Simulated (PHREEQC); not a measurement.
Synthetic water in mg/L, 25 °C, pH 5.96, pe 9.3: Na 2.54; K 0.162; Ca 2.65; Mg 0.0572; Cl 2.03; S(6) as SO4 2; Alkalinity as HCO3 9.61; Pb 0.182; Li 0.00842; Ni 0.0113; Zn 0.245; F 0.0384.

Valence states are taken as typed.

Equilibrium calculation in PHREEQC: ion-association model, wateq4f.dat.

No solid was allowed to form.

**Question.** What charge-balance error does the model give?

**Answer.** charge-balance error 0.8 %.

**Question.** In which forms is Zn present?

**Answer.** Zn+2 98 %, ZnHCO3+ 1.8 % of the Zn.
